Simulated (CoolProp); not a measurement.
Vapour-liquid equilibrium of dimethyl ether (1) + R236FA (2) at 323 kPa; x and y are mole fractions of (1).

The numbers come from the multi-fluid Helmholtz-energy mixture model, Wu 2011 and Pan 2012; pair parameters Bell 2016 in CoolProp.

Give the bubble temperature and the first vapour's composition at x = 0.15, 0.65, 0.95. Is there an azeotrope?

x = 0.15: 302.6 K, y = 0.177; x = 0.65: 290.9 K, y = 0.823; x = 0.95: 280.2 K, y = 0.989. No azeotrope shows between x = 0.05 and 0.95.

Pair parameters are fitted to limited data, so mixtures are less certain than the pure fluids.
